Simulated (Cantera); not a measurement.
An adiabatic, constant-volume homogeneous reactor starts with CO : H2 : O2 : N2 : H2O = 1 : 0.24 : 0.639 : 2.4 : 0.87 (molar parts), equivalence ratio 0.97, at 1223 K and 63000 Pa. Integrator tolerance rtol = 1e-08.

Computed with Cantera and GRI-Mech 3.0 (53 species, 325 reactions).

Problem. What does this change do: constant pressure in place of constant volume?

Solution. 
```
quantity                                                            before                                    after
---------------------------------  ---------------------------------------  ---------------------------------------
time of steepest temperature rise                                 0.145 ms                                 0.138 ms
temperature at 0.200 s                                              2608 K                                   2477 K
equilibrium temperature                                             2608 K                                   2477 K
x(CO) at 0.200 s                     0.0544 (gas-phase equilibrium 0.0544)    0.0447 (gas-phase equilibrium 0.0447)
x(H2) at 0.200 s                     0.0114 (gas-phase equilibrium 0.0114)  0.00948 (gas-phase equilibrium 0.00948)
x(O2) at 0.200 s                     0.0278 (gas-phase equilibrium 0.0278)    0.0243 (gas-phase equilibrium 0.0243)
x(N2O) at 0.200 s                  3.98e-7 (gas-phase equilibrium 3.98e-7)  2.14e-7 (gas-phase equilibrium 2.14e-7)
x(NO) at 0.200 s                   0.00806 (gas-phase equilibrium 0.00806)  0.00605 (gas-phase equilibrium 0.00605)
x(HO2) at 0.200 s                  6.33e-6 (gas-phase equilibrium 6.33e-6)  3.52e-6 (gas-phase equilibrium 3.52e-6)
x(H2O2) at 0.200 s                 3.48e-7 (gas-phase equilibrium 3.48e-7)  1.82e-7 (gas-phase equilibrium 1.82e-7)
```

Problem. What does this change do: N2 2.4 to 4.5 parts?

Solution. 
| quantity | before | after |
|---|---|---|
| time of steepest temperature rise | 0.145 ms | 0.205 ms |
| temperature at 0.200 s | 2608 K | 2432 K |
| equilibrium temperature | 2608 K | 2432 K |
| x(CO) at 0.200 s | 0.0544 (gas-phase equilibrium 0.0544) | 0.0251 (gas-phase equilibrium 0.0251) |
| x(H2) at 0.200 s | 0.0114 (gas-phase equilibrium 0.0114) | 0.00526 (gas-phase equilibrium 0.00526) |
| x(O2) at 0.200 s | 0.0278 (gas-phase equilibrium 0.0278) | 0.0136 (gas-phase equilibrium 0.0136) |
| x(N2O) at 0.200 s | 3.98e-7 (gas-phase equilibrium 3.98e-7) | 2.62e-7 (gas-phase equilibrium 2.62e-7) |
| x(NO) at 0.200 s | 0.00806 (gas-phase equilibrium 0.00806) | 0.00477 (gas-phase equilibrium 0.00477) |
| x(HO2) at 0.200 s | 6.33e-6 (gas-phase equilibrium 6.33e-6) | 1.98e-6 (gas-phase equilibrium 1.98e-6) |
| x(H2O2) at 0.200 s | 3.48e-7 (gas-phase equilibrium 3.48e-7) | 1.18e-7 (gas-phase equilibrium 1.18e-7) |
